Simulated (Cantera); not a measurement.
Low-pressure radical oxidation in H2/O2

An isothermal, constant-pressure homogeneous reactor starts with H₂ : O₂ = 0.008 : 1 (molar parts), equivalence ratio 0.0040, at 1423 K and 1330 Pa.

Detailed kinetics in Cantera: GRI-Mech 3.0 (53 species, 325 reactions). Radical loss at walls, strong at low pressure, is not modelled.

```tsv
t (s)	x H₂	x O₂	x O	x H₂O₂	x HO₂
0.000900	0.00794	0.992	8.96e-7	2.56e-10	2.25e-7
0.00288	0.00765	0.992	0.000186	1.43e-9	6.32e-7
0.00924	2.73e-5	0.984	0.00700	7.08e-9	3.01e-7
0.0296	2.39e-5	0.985	0.00678	6.85e-9	2.93e-7
0.0949	2.17e-5	0.985	0.00611	6.61e-9	2.78e-7
0.304	1.62e-5	0.987	0.00451	5.89e-9	2.37e-7
0.974	7.84e-6	0.990	0.00214	4.24e-9	1.56e-7
3.12	2.03e-6	0.991	0.000542	1.97e-9	6.74e-8
10.0	3.47e-7	0.992	9.15e-5	5.65e-10	2.75e-8
```
x: mole fraction; the columns are a selection and need not sum to one.

Equilibrium at this temperature and pressure: H₂ 4.45e-8, O₂ 0.992, O 1.17e-5, H₂O₂ 1.19e-10, HO₂ 3.34e-8 (gas phase only).
